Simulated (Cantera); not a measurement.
A freely propagating, adiabatic, planar premixed flame of CO : H2 : CH4 : O2 : N2 : CO2 = 1 : 0.84 : 0.6 : 3.21 : 10.9 : 2.7 (molar parts), equivalence ratio 0.66, unburnt at 548 K and 0.132 atm; mixture-averaged transport, grid criteria slope 0.08 and curve 0.16, no radiation.

Computed with Cantera and GRI-Mech 3.0 (53 species, 325 reactions). Burning velocities carry a grid error of a few per cent, more on coarse grids.

### Question
Predict: laminar burning velocity; thermal thickness; peak x(CH2); peak x(CH2O).

### Answer
```
Item                        Result
------------------------  --------
laminar burning velocity  115 cm/s
thermal thickness          3.50 mm
peak x(CH2)                2.52e-6
peak x(CH2O)              0.000264
```
